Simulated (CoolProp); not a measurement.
Vapour-liquid equilibrium of n-heptane (1) + n-dodecane (2) at 82.85 °C; x and y are mole fractions of (1).

Computed with CoolProp (multi-fluid Helmholtz-energy mixture model, Span 2003 and Lemmon 2004; pair parameters Bell 2016).

```tsv
x	bubble pressure (bar)	y at the bubble point	dew pressure at overall composition x (bar)	liquid density (mol/L)
0.05	0.03729	?	0.009000	4.202
0.15	0.09848	?	0.01004	4.363
0.25	0.1625	0.960	0.01136	4.533
0.35	0.2272	0.975	0.01307	4.715
0.45	?	?	0.01539	4.909
0.55	0.3535	0.989	0.01871	5.118
0.65	0.4144	0.992	0.02385	5.342
0.75	0.4743	0.995	0.03290	5.583
0.85	0.5341	0.997	?	5.843
0.95	?	0.999	0.1370	6.125
```

Task: Fill in the missing entries.

Result: 
- 0.05, y at the bubble point: 0.781
- 0.15, y at the bubble point: 0.925
- 0.45, bubble pressure (bar): 0.2911
- 0.45, y at the bubble point: 0.983
- 0.85, dew pressure at overall composition x (bar): 0.05302
- 0.95, bubble pressure (bar): 0.5952

No azeotrope shows between x = 0.05 and 0.95.

The pair parameters rest on a limited set of measurements; away from them the model extrapolates. The gap from Raoult's law changes sign with composition, which may be real or a fault of the pair parameters; it wasn't checked against measurements.
